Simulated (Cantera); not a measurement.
Stirred combustor or abatement burner

A perfectly stirred reactor is fed with H2 : O2 : N2 = 1 : 0.649 : 2.44 (molar parts), equivalence ratio 0.77, at 4650 Torr; it is adiabatic with a 425 K inlet, and is followed from long to short residence time, starting on the burning branch (τ in s: 0.27, 0.13, 0.064, 0.031, 0.015, 0.0071, 0.0034, 0.0017, 0.0008, 0.00038, 0.00019, 8.9e-05, 4.3e-05).

Computed with Cantera and GRI-Mech 3.0 (53 species, 325 reactions). The hydrogen kinetics of GRI-Mech 3.0 are dated; newer H2 mechanisms differ, most at raised pressure.

```csv
τ (s),T (K),x H2,x O2,x H2O2,x HO2,x H
0.27,2229,0.000778,0.0386,4.96e-7,4.79e-6,7.51e-5
0.13,2230,0.000788,0.0390,5.01e-7,4.86e-6,7.66e-5
0.064,2232,0.000806,0.0394,5.08e-7,4.96e-6,7.92e-5
0.031,2233,0.000837,0.0399,5.17e-7,5.10e-6,8.35e-5
0.015,2234,0.000895,0.0402,5.29e-7,5.28e-6,9.11e-5
0.0071,2233,0.00101,0.0404,5.46e-7,5.59e-6,0.000106
0.0034,2230,0.00123,0.0406,5.78e-7,6.16e-6,0.000138
0.0017,2225,0.00160,0.0406,6.31e-7,7.17e-6,0.000197
0.00080,2216,0.00230,0.0407,7.28e-7,9.24e-6,0.000330
0.00038,2200,0.00344,0.0409,8.80e-7,1.29e-5,0.000597
0.00019,2178,0.00508,0.0413,1.08e-6,1.88e-5,0.00108
8.9e-5,2142,0.00774,0.0420,1.37e-6,2.91e-5,0.00206
4.3e-5,2092,0.0113,0.0432,1.73e-6,4.47e-5,0.00376
```
x: mole fraction; the columns are a selection and need not sum to one.
